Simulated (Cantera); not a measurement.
An adiabatic, constant-pressure homogeneous reactor starts with 7.51 % CH₃OH, 19.5 % O₂, 73.0 % N₂, at 1725 K and 35000 Pa.

Cantera simulation using GRI-Mech 3.0 (53 species, 325 reactions); the numbers are that mechanism's predictions, not measurements. GRI-Mech 3.0 was tuned for natural gas; its chemistry of methanol as a main component is partial and can be far from experiment.

Question: Predict: time of steepest temperature rise; temperature at 0.200 s; equilibrium temperature; x(O₂) at 0.200 s; x(O) at 0.200 s.

Answer: 
| Item | Result |
|---|---|
| time of steepest temperature rise | 0.141 ms |
| temperature at 0.200 s | 2565 K |
| equilibrium temperature | 2565 K |
| x(O₂) at 0.200 s | 0.0733 (gas-phase equilibrium 0.0733) |
| x(O) at 0.200 s | 0.00913 (gas-phase equilibrium 0.00913) |
